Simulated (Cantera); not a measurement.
Mixture: CO : H₂ : CH₄ : O₂ : N₂ = 1 : 0.061 : 0.69 : 1.06 : 3.99 (molar parts), equivalence ratio 1.8, at 24.0 bar, adiabatic and at constant pressure. Ignition delay is the time to a rise of 400 K.

Model: GRI-Mech 3.0 (53 species, 325 reactions), integrated in Cantera. The pressure lies above the range GRI-Mech 3.0 was tuned for (to about 10 atm).

### Question
What does this change do: pressure from 24.0 bar to 2.30 bar?

### Answer
```csv
quantity,before,after
delay at 1175 K,2.97 ms,26.8 ms
delay at 1225 K,1.66 ms,14.3 ms
delay at 1275 K,0.950 ms,7.68 ms
delay at 1325 K,0.558 ms,4.20 ms
delay at 1375 K,0.334 ms,2.34 ms
delay at 1425 K,0.204 ms,1.34 ms
apparent activation energy between 1325 and 1425 K,160 kJ/mol,180 kJ/mol
```

### Question
What does this change do: CO 1 to 0.43 parts?

### Answer
```tsv
quantity	before	after
delay at 1175 K	2.97 ms	1.67 ms
delay at 1225 K	1.66 ms	1.01 ms
delay at 1275 K	0.950 ms	0.622 ms
delay at 1325 K	0.558 ms	0.388 ms
delay at 1375 K	0.334 ms	0.245 ms
delay at 1425 K	0.204 ms	0.156 ms
apparent activation energy between 1325 and 1425 K	160 kJ/mol	140 kJ/mol
```
